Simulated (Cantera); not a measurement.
Cantera run, input and output.

```python
import numpy as np
import cantera as ct

gas = ct.Solution("h2o2.yaml")
gas.TPX = 1450, 2666, {'H2': 0.32, 'O2': 1}
reactor = ct.IdealGasConstPressureReactor(gas, energy="off", clone=False)
net = ct.ReactorNet([reactor])
net.rtol, net.atol = 1e-08, 1e-18
show = ['H2', 'O2', 'HO2', 'H2O', 'O', 'OH']
times = np.geomspace(0.0002, 1, 14)

steps = ct.SolutionArray(gas, extra=["t"])
rows = []
print(f"{'t/s':>10s}{'T/K':>9s}{'P/Pa':>11s}" + "".join(f"{s:>11s}" for s in show))
for t in times:
    while net.time < t:
        t_next = net.step()
        steps.append(gas.state, t=t_next)
    rows.append([np.interp(t, steps.t, y) for y in (steps.T, steps.P, *steps(*show).X.T)])
    print(f"{t:10.3e}{rows[-1][0]:9.1f}{rows[-1][1]:11.4g}" + "".join(f"{x:11.3e}" for x in rows[-1][2:]))
rate = np.gradient(steps.T, steps.t)
print("integrator steps:", len(steps.t))
if steps.T.max() > steps.T[0] + 200:
    print(f"time of steepest temperature rise: {steps.t[rate.argmax()]:.4e} s")
gas.TPX = 1450, 2666, {'H2': 0.32, 'O2': 1}
gas.equilibrate("TP")
print(f"equilibrium (TP): T = {gas.T:.1f} K  " + "  ".join(f"{s} {gas[s].X[0]:.3e}" for s in show))
```

Output:

```
       t/s      T/K       P/Pa         H2         O2        HO2        H2O          O         OH
 2.000e-04   1450.0       2666  1.493e-01  7.027e-01  7.072e-06  6.511e-02  2.681e-02  1.811e-02
 3.851e-04   1450.0       2666  1.453e-02  6.090e-01  1.055e-05  1.816e-01  1.000e-01  2.243e-02
 7.415e-04   1450.0       2666  1.380e-02  6.156e-01  1.077e-05  1.877e-01  9.449e-02  2.202e-02
 1.428e-03   1450.0       2666  1.268e-02  6.280e-01  1.114e-05  1.982e-01  8.389e-02  2.131e-02
 2.749e-03   1450.0       2666  1.055e-02  6.483e-01  1.158e-05  2.155e-01  6.628e-02  1.974e-02
 5.293e-03   1450.0       2666  7.077e-03  6.760e-01  1.157e-05  2.385e-01  4.193e-02  1.649e-02
 1.019e-02   1450.0       2666  3.298e-03  7.018e-01  9.727e-06  2.588e-01  1.869e-02  1.144e-02
 1.962e-02   1450.0       2666  1.062e-03  7.161e-01  5.788e-06  2.694e-01  5.901e-03  6.548e-03
 3.778e-02   1450.0       2666  2.935e-04  7.212e-01  2.450e-06  2.732e-01  1.620e-03  3.456e-03
 7.275e-02   1450.0       2666  8.548e-05  7.229e-01  9.269e-07  2.746e-01  4.719e-04  1.871e-03
 1.401e-01   1450.0       2666  2.826e-05  7.235e-01  3.947e-07  2.752e-01  1.563e-04  1.078e-03
 2.697e-01   1450.0       2666  1.063e-05  7.238e-01  2.293e-07  2.755e-01  5.892e-05  6.624e-04
 5.194e-01   1450.0       2666  4.599e-06  7.239e-01  1.978e-07  2.756e-01  2.556e-05  4.363e-04
 1.000e+00   1450.0       2666  2.512e-06  7.240e-01  2.126e-07  2.757e-01  1.398e-05  3.227e-04
integrator steps: 1608
equilibrium (TP): T = 1450.0 K  H2 1.893e-06  O2 7.240e-01  HO2 2.278e-07  H2O 2.757e-01  O 1.053e-05  OH 2.801e-04
```

Model: the H2/O2 subset of GRI-Mech 3.0, which has no nitrogen chemistry, integrated in Cantera. Radical loss at walls, strong at low pressure, is not modelled. The temperature is held fixed by assumption; the heat of reaction is taken as removed at once.
